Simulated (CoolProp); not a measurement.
Saturation properties of tetradecamethylhexasiloxane (MD4M).

The numbers come from the reference Helmholtz-energy equation of state, Thol 2019 in CoolProp.

```
T (°C)   p (MPa)  vapour density (kg/m³)
------  --------  ----------------------
135.75  0.001979                     ___
145.55       ___                  0.4064
155.25  0.004569                  0.5958
165.05       ___                  0.8560
174.75       ___                   1.199
184.45   0.01329                   1.647
194.25   0.01824                   2.230
203.95   0.02451                   2.962
213.75       ___                   3.888
223.45       ___                     ___
233.15   0.05434                   6.419
242.95   0.06907                   8.136
252.65   0.08658                   10.19
262.35    0.1074                   12.68
```

What belongs in the gaps?


- 135.75, vapour density (kg/m³): 0.2689
- 145.55, p (MPa): 0.003056
- 165.05, p (MPa): 0.006687
- 174.75, p (MPa): 0.009526
- 213.75, p (MPa): 0.03249
- 223.45, p (MPa): 0.04231
- 223.45, vapour density (kg/m³): 5.025

It boils at 259.7 °C under 1 atm.
